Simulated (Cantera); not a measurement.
An isothermal, constant-pressure homogeneous reactor starts with H₂ : O₂ = 0.075 : 1 (molar parts), at 1325 K and 0.0170 bar.

Model: the H2/O2 subset of GRI-Mech 3.0, which has no nitrogen chemistry, integrated in Cantera. Radical loss at walls, strong at low pressure, is not modelled. The temperature is held fixed by assumption; the heat of reaction is taken as removed at once.

One state of this run: x H₂ = 3.24e-5; x O₂ = 0.926; x OH = 0.000966; x O = 0.000847; x H = 2.94e-5; x H₂O₂ = 3.39e-8. x: mole fraction; the columns are a selection and need not sum to one.

Problem. Which value of t (s) does it belong to?
(A) 1.00e-5
(B) 0.257
(C) 0.0141
(D) 20.0

Solution. B, 0.257
